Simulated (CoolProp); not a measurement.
Values from CoolProp's reference Helmholtz-energy equation of state, de Reuck 1993.

Problem. For methanol, give the phase and the Z, cv (kJ/(kg K)), conductivity (mW/(m K)) at 206.95 °C and 8.14 MPa; 234.05 °C and 0.848 MPa; -0.55 °C and 7.84 MPa.

Solution. 
- 206.95 °C and 8.14 MPa: liquid; Z 0.117, cv 3.23, conductivity 169
- 234.05 °C and 0.848 MPa: gas; Z 0.964, cv 1.75, conductivity 40.7
- -0.55 °C and 7.84 MPa: liquid; Z 0.136, cv 1.98, conductivity 209

Thermal conductivity comes from a separate model (Sykioti 2013).
